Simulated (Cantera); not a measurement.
A perfectly stirred reactor is fed with CO : O2 : H2O : N2 = 0.0057 : 0.037 : 0.00019 : 1 (molar parts), equivalence ratio 0.077, at 1.00 bar; it is held at 998 K, and followed from long to short residence time.

Cantera simulation using GRI-Mech 3.0 (53 species, 325 reactions); the numbers are that mechanism's predictions, not measurements.

**Question.** What does this change do: CO 0.0057 to 0.019 parts?

**Answer.** 
```csv
quantity,before,after
x(CO) at τ = 2.20 s,0.00498,0.0166
x(O2) at τ = 2.20 s,0.0352,0.0344
x(H2O) at τ = 2.20 s,0.000181,0.000178
x(H2O2) at τ = 2.20 s,4.11e-8,5.87e-8
x(CO2) at τ = 2.20 s,0.000483,0.00139
x(CO) at τ = 14.0 ms,0.00547,0.0180
x(O2) at τ = 14.0 ms,0.0355,0.0350
x(H2O) at τ = 14.0 ms,0.000182,0.000180
x(H2O2) at τ = 14.0 ms,<1e-12,<1e-12
x(CO2) at τ = 14.0 ms,5.54e-9,2.06e-8
```

**Question.** What does this change do: pressure from 1.00 bar to 0.820 bar?

**Answer.** 
```
quantity                  before     after
----------------------  --------  --------
x(CO) at τ = 2.20 s      0.00498   0.00480
x(O2) at τ = 2.20 s       0.0352    0.0352
x(H2O) at τ = 2.20 s    0.000181  0.000181
x(H2O2) at τ = 2.20 s    4.11e-8   4.69e-8
x(CO2) at τ = 2.20 s    0.000483  0.000671
x(CO) at τ = 14.0 ms     0.00547   0.00547
x(O2) at τ = 14.0 ms      0.0355    0.0355
x(H2O) at τ = 14.0 ms   0.000182  0.000182
x(H2O2) at τ = 14.0 ms    <1e-12    <1e-12
x(CO2) at τ = 14.0 ms    5.54e-9   4.30e-9
```
